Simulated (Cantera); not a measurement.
A perfectly stirred reactor is fed with H2 : O2 : N2 = 0.48 : 1 : 2.9 (molar parts), equivalence ratio 0.24, at 0.240 bar; it is held at 1200 K, and followed from long to short residence time.

Detailed kinetics in Cantera: the H2/O2 subset of GRI-Mech 3.0, which has no nitrogen chemistry. The temperature is held fixed by assumption; the heat of reaction is taken as removed at once.

Q: What does this change do: pressure from 0.240 bar to 0.133 bar?

A: 
```
quantity                  before     after
----------------------  --------  --------
x(H2) at τ = 7.70 s      2.91e-5   3.94e-5
x(O2) at τ = 7.70 s        0.184     0.184
x(H2O2) at τ = 7.70 s    1.60e-7   1.60e-7
x(H) at τ = 7.70 s       7.23e-7   2.35e-6
x(O) at τ = 7.70 s       1.58e-5   3.60e-5
x(H2) at τ = 57.0 ms    0.000698  0.000922
x(O2) at τ = 57.0 ms       0.183     0.183
x(H2O2) at τ = 57.0 ms   1.08e-6   8.54e-7
x(H) at τ = 57.0 ms      9.96e-5  0.000320
x(O) at τ = 57.0 ms     0.000435  0.000951
```

Q: What does this change do: temperature 1200 to 973 K?

A: 
```csv
quantity,before,after
x(H2) at τ = 7.70 s,2.91e-5,0.000409
x(O2) at τ = 7.70 s,0.184,0.184
x(H2O2) at τ = 7.70 s,1.60e-7,1.90e-6
x(H) at τ = 7.70 s,7.23e-7,4.12e-7
x(O) at τ = 7.70 s,1.58e-5,5.13e-6
x(H2) at τ = 57.0 ms,0.000698,0.00474
x(O2) at τ = 57.0 ms,0.183,0.185
x(H2O2) at τ = 57.0 ms,1.08e-6,3.54e-6
x(H) at τ = 57.0 ms,9.96e-5,5.36e-5
x(O) at τ = 57.0 ms,0.000435,0.000133
```
